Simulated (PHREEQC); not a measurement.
A column of 1 m (40 cells, dispersivity 0.08 m, 300 s a shift, diffusion coefficient 3e-10 m²/s) holds 0.042 eq of the database's cation exchanger X per kg of pore water, first in equilibrium with 0.0014 mol SrCl2, 0.0049 mol BaCl2, 0.016 mol MgCl2 and 1e-05 mol HCl per kg of water. It is flushed with 0.0005 mol MnCl2, 0.0074 mol CdCl2 and 1e-05 mol HCl per kg of water, at 25 °C. Values are for the last cell. CO2 from the air is kept out. Precipitation was switched off in this run.

Model: ion-association model, phreeqc.dat, run in PHREEQC.

| pore volumes | Cd in solution (mol/kgw) | Mn in solution (mol/kgw) | Mg in solution (mol/kgw) | Sr in solution (mol/kgw) | Ba in solution (mol/kgw) | CdX2 on the exchanger (mol/kgw) | SrX2 on the exchanger (mol/kgw) |
|---|---|---|---|---|---|---|---|
| 0 | 0 | 0 | 0.0160 | 0.00140 | 0.00490 | 0 | 0.00208 |
| 0.2625 | 1.18e-8 | 1.32e-10 | 0.0160 | 0.00140 | 0.00490 | 4.57e-9 | 0.00208 |
| 0.7625 | ? | 7.98e-6 | 0.0127 | 0.00112 | 0.00392 | 9.98e-5 | 0.00208 |
| 1.012 | 0.000399 | 2.23e-5 | 0.00958 | 0.000853 | 0.00299 | 0.000319 | 0.00207 |
| 1.262 | 0.000604 | 4.01e-5 | 0.00732 | 0.000667 | 0.00234 | 0.000681 | 0.00205 |
| 1.762 | 0.00116 | 9.06e-5 | 0.00505 | 0.000502 | 0.00176 | 0.00190 | 0.00201 |
| 2.013 | 0.00156 | 0.000124 | 0.00441 | 0.000466 | 0.00163 | ? | 0.00198 |
| 2.263 | 0.00202 | ? | 0.00386 | 0.000441 | 0.00154 | 0.00374 | 0.00193 |
| 2.763 | 0.00300 | 0.000235 | 0.00290 | 0.000398 | 0.00139 | 0.00587 | 0.00182 |
| 3.013 | 0.00346 | 0.000269 | 0.00248 | 0.000376 | 0.00132 | 0.00694 | 0.00176 |
| 3.263 | 0.00390 | 0.000299 | 0.00211 | 0.000355 | 0.00124 | 0.00797 | 0.00168 |
| 3.763 | 0.00464 | 0.000348 | 0.00150 | 0.000313 | 0.00110 | 0.00986 | 0.00153 |
| 4.013 | 0.00496 | 0.000368 | 0.00126 | 0.000293 | 0.00102 | 0.0107 | 0.00145 |
| 4.263 | 0.00524 | 0.000385 | 0.00105 | 0.000273 | 0.000955 | 0.0115 | 0.00137 |
| 4.763 | 0.00570 | 0.000412 | 0.000726 | 0.000235 | 0.000824 | 0.0129 | 0.00121 |
| 5.013 | 0.00589 | 0.000423 | 0.000602 | 0.000218 | 0.000762 | 0.0135 | 0.00113 |
| 5.263 | 0.00606 | 0.000432 | ? | 0.000201 | 0.000705 | 0.0141 | 0.00106 |
| 5.763 | 0.00634 | 0.000447 | 0.000342 | 0.000171 | 0.000599 | 0.0150 | 0.000917 |
| 6.013 | 0.00646 | 0.000453 | 0.000283 | 0.000157 | 0.000551 | 0.0155 | 0.000851 |
| 6.263 | 0.00656 | 0.000458 | 0.000233 | 0.000145 | 0.000506 | 0.0158 | 0.000788 |
| 6.763 | 0.00673 | 0.000467 | 0.000159 | 0.000122 | 0.000426 | 0.0165 | 0.000673 |
| 7.013 | 0.00680 | ? | 0.000131 | 0.000111 | 0.000390 | 0.0168 | 0.000620 |
| 7.263 | 0.00686 | 0.000473 | 0.000108 | 0.000102 | 0.000356 | 0.0171 | 0.000570 |
| 7.763 | 0.00697 | 0.000479 | ? | 8.49e-5 | 0.000297 | 0.0176 | 0.000481 |
| 8.012 | 0.00701 | 0.000481 | 6.03e-5 | 7.74e-5 | 0.000271 | 0.0178 | 0.000441 |

**Question.** Complete the blanks.

**Answer.** 
- 0.7625, Cd in solution (mol/kgw): 0.000184
- 2.013, CdX2 on the exchanger (mol/kgw): 0.00275
- 2.263, Mn in solution (mol/kgw): 0.000161
- 5.263, Mg in solution (mol/kgw): 0.000499
- 7.013, Mn in solution (mol/kgw): 0.000470
- 7.763, Mg in solution (mol/kgw): 7.33e-5
